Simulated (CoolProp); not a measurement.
Saturation properties of toluene (Tc = 591.7 K, pc = 4126 kPa, ω = 0.266).

Values from CoolProp's reference Helmholtz-energy equation of state, Lemmon 2006. It is a short technical equation, of lower accuracy than the large ones.

```tsv
T (K)	p (kPa)	liquid density (kg/m³)	enthalpy of vaporisation (kJ/kg)	vapour Z	surface tension (mN/m)	liquid conductivity (mW/(m K))
356.6	43.73	806.4	378.0	0.9777	21.0	114
387.3	112.0	775.5	358.4	0.9566	17.5	106
418.1	245.2	742.6	336.8	0.9250	14.2	99.0
448.8	474.8	707.1	312.7	0.8813	11.0	92.3
479.6	839.8	667.6	284.4	0.8232	8.06	86.6
510.4	1383	621.7	250.1	0.7471	5.32	81.9
541.1	2153	564.9	205.6	0.6465	2.89	78.2
571.9	3224	481.3	138.1	0.5006	0.861	76.1
```

It boils at 383.7 K under 1 atm.

Thermal conductivity comes from a separate model (Assael 2012). Surface tension comes from a separate correlation (Mulero 2012).
